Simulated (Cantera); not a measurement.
# Stirred combustor or abatement burner

A perfectly stirred reactor is fed with CH4 : C2H6 : C3H8 : O2 : N2 = 1 : 0.064 : 0.056 : 3.68 : 13.8 (molar parts), at 16.8 atm; it is adiabatic with a 725 K inlet, and is followed from long to short residence time, starting on the burning branch (τ in s: 0.047, 0.023, 0.011, 0.0053, 0.0026, 0.0012, 0.0006, 0.00029, 0.00014, 6.8e-05, 3.3e-05, 1.6e-05).

Detailed kinetics in Cantera: GRI-Mech 3.0 (53 species, 325 reactions). The pressure lies above the range GRI-Mech 3.0 was tuned for (to about 10 atm).

| τ (s) | T (K) | x CH4 | x C2H6 | x C3H8 | x O2 | x H2O | x HCN | x NO |
|---|---|---|---|---|---|---|---|---|
| 0.047 | 2145 | 7.81e-7 | 8.03e-9 | 7.19e-9 | 0.0619 | 0.128 | 5.63e-8 | 0.00151 |
| 0.023 | 2146 | 1.57e-6 | 1.62e-8 | 1.45e-8 | 0.0622 | 0.128 | 6.69e-8 | 0.000892 |
| 0.011 | 2146 | 3.20e-6 | 3.34e-8 | 2.99e-8 | 0.0624 | 0.128 | 7.57e-8 | 0.000495 |
| 0.0053 | 2146 | 6.39e-6 | 6.79e-8 | 6.10e-8 | 0.0626 | 0.128 | 8.39e-8 | 0.000274 |
| 0.0026 | 2144 | 1.22e-5 | 1.34e-7 | 1.21e-7 | 0.0627 | 0.128 | 9.38e-8 | 0.000160 |
| 0.0012 | 2140 | 2.37e-5 | 2.75e-7 | 2.47e-7 | 0.0629 | 0.128 | 1.10e-7 | 9.68e-5 |
| 0.00060 | 2133 | 4.14e-5 | 5.11e-7 | 4.59e-7 | 0.0632 | 0.128 | 1.34e-7 | 6.77e-5 |
| 0.00029 | 2122 | 7.23e-5 | 9.59e-7 | 8.58e-7 | 0.0637 | 0.127 | 1.72e-7 | 5.02e-5 |
| 0.00014 | 2105 | 0.000126 | 1.79e-6 | 1.58e-6 | 0.0647 | 0.126 | 2.27e-7 | 3.84e-5 |
| 6.8e-5 | 2077 | 0.000224 | 3.39e-6 | 2.93e-6 | 0.0663 | 0.125 | 3.06e-7 | 2.87e-5 |
| 3.3e-5 | 2030 | 0.000440 | 7.02e-6 | 5.82e-6 | 0.0694 | 0.124 | 4.18e-7 | 1.90e-5 |
| 1.6e-5 | 725 | 0.0538 | 0.00344 | 0.00301 | 0.198 | <1e-12 | <1e-12 | <1e-12 |
x: mole fraction; the columns are a selection and need not sum to one.
